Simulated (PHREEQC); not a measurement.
## Reverse-osmosis permeate

Synthetic water in mmol/kgw, 25 °C, pH 6.49, pe 10.2:

```tsv
constituent	mmol/kgw
Na	0.00227
K	0.00171
Ca	0.137
Mg	0.0349
Cl	0.084
S(6)	0.0292
Alkalinity (meq/kgw)	0.217
Cu(2)	0.000115
```

Valence states are taken as typed.

Model: ion-association model, phreeqc.dat, run in PHREEQC.

This is a speciation only: nothing precipitates in the calculation.

Question: What charge-balance error does the model give?

Answer: charge-balance error -1.6 %.

Question: In which forms is Cu present?

Answer: Cu+2 69 %, Cu(OH)2 12 %, CuCO3 10 %, CuHCO3+ 6.7 %, CuOH+ 2.0 % of the Cu.

Complexes and solids missing from the database can't appear. The database's constant for dissolved Cu(OH)2 is higher than later reviews accept.
